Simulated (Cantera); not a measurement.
A perfectly stirred reactor is fed with CH₄ : CO : O₂ : N₂ : CO₂ = 1 : 0.048 : 3.61 : 13.6 : 2 (molar parts), equivalence ratio 0.56, at 5.00 bar; it is adiabatic with a 798 K inlet, and is followed from long to short residence time, starting on the burning branch (τ in s: 0.027, 0.011, 0.0046, 0.0019, 0.00078, 0.00032, 0.00013, 5.5e-05, 2.3e-05).

Cantera simulation using GRI-Mech 3.0 (53 species, 325 reactions); the numbers are that mechanism's predictions, not measurements.

Problem. Predict: blow-out, bracketed by the residence times tried; x(CH₄) at τ = 27.0 ms; x(CO) at τ = 27.0 ms; x(O₂) at τ = 27.0 ms; x(CH₂O) at τ = 27.0 ms; x(CH₄) at τ = 0.780 ms; x(CO) at τ = 0.780 ms; x(O₂) at τ = 0.780 ms; x(C₂H₆) at τ = 0.780 ms; x(CH₂O) at τ = 0.780 ms.

Solution. 
* **blow-out, bracketed by the residence times tried**: burning at 0.130 ms, out at 55.0 µs
* **x(CH₄) at τ = 27.0 ms**: 1.22e-5
* **x(CO) at τ = 27.0 ms**: 0.000390
* **x(O₂) at τ = 27.0 ms**: 0.0784
* **x(CH₂O) at τ = 27.0 ms**: 1.44e-6
* **x(CH₄) at τ = 0.780 ms**: 0.000147
* **x(CO) at τ = 0.780 ms**: 0.00404
* **x(O₂) at τ = 0.780 ms**: 0.0801
* **x(C₂H₆) at τ = 0.780 ms**: 3.70e-8
* **x(CH₂O) at τ = 0.780 ms**: 1.93e-5
